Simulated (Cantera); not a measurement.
Transport properties of process gases

Gas mixture: CH4 : CO2 = 0.37 : 0.63 (molar parts), at 20.0 Torr, frozen composition.

Cantera's kinetic-theory transport with the Lennard-Jones parameters of GRI-Mech 3.0, ideal gas; thermal conductivity in the multicomponent form. The composition is frozen, though it would react at the higher temperatures.

```json
[
 {"T (K)": "400", "ρ (kg/m³)": "0.0270", "cp (J/kg/K)": "1218", "μ (µPa s)": "18.6", "λ (mW/m/K)": "33.0", "Pr": "0.687", "D (cm²/s) H2O": "12.1", "D (cm²/s) CH3": "12.3", "D (cm²/s) NO": "11.1"},
 {"T (K)": "600", "ρ (kg/m³)": "0.0180", "cp (J/kg/K)": "1466", "μ (µPa s)": "26.0", "λ (mW/m/K)": "55.5", "Pr": "0.686", "D (cm²/s) H2O": "26.7", "D (cm²/s) CH3": "25.3", "D (cm²/s) NO": "22.6"},
 {"T (K)": "800", "ρ (kg/m³)": "0.0135", "cp (J/kg/K)": "1666", "μ (µPa s)": "32.2", "λ (mW/m/K)": "78.8", "Pr": "0.682", "D (cm²/s) H2O": "45.6", "D (cm²/s) CH3": "41.6", "D (cm²/s) NO": "37.0"},
 {"T (K)": "1000", "ρ (kg/m³)": "0.0108", "cp (J/kg/K)": "1826", "μ (µPa s)": "37.8", "λ (mW/m/K)": "102", "Pr": "0.678", "D (cm²/s) H2O": "68.4", "D (cm²/s) CH3": "60.9", "D (cm²/s) NO": "53.9"},
 {"T (K)": "1200", "ρ (kg/m³)": "0.00899", "cp (J/kg/K)": "1949", "μ (µPa s)": "42.9", "λ (mW/m/K)": "124", "Pr": "0.674", "D (cm²/s) H2O": "94.5", "D (cm²/s) CH3": "82.9", "D (cm²/s) NO": "73.2"},
 {"T (K)": "1400", "ρ (kg/m³)": "0.00771", "cp (J/kg/K)": "2046", "μ (µPa s)": "47.7", "λ (mW/m/K)": "145", "Pr": "0.672", "D (cm²/s) H2O": "124", "D (cm²/s) CH3": "107", "D (cm²/s) NO": "94.7"},
 {"T (K)": "1600", "ρ (kg/m³)": "0.00675", "cp (J/kg/K)": "2123", "μ (µPa s)": "52.1", "λ (mW/m/K)": "165", "Pr": "0.669", "D (cm²/s) H2O": "156", "D (cm²/s) CH3": "134", "D (cm²/s) NO": "118"},
 {"T (K)": "1800", "ρ (kg/m³)": "0.00600", "cp (J/kg/K)": "2184", "μ (µPa s)": "56.4", "λ (mW/m/K)": "185", "Pr": "0.667", "D (cm²/s) H2O": "191", "D (cm²/s) CH3": "163", "D (cm²/s) NO": "144"},
 {"T (K)": "2000", "ρ (kg/m³)": "0.00540", "cp (J/kg/K)": "2234", "μ (µPa s)": "60.4", "λ (mW/m/K)": "203", "Pr": "0.666", "D (cm²/s) H2O": "229", "D (cm²/s) CH3": "195", "D (cm²/s) NO": "171"}
]
```
D: mixture-averaged diffusion coefficient of that species in the mixture.
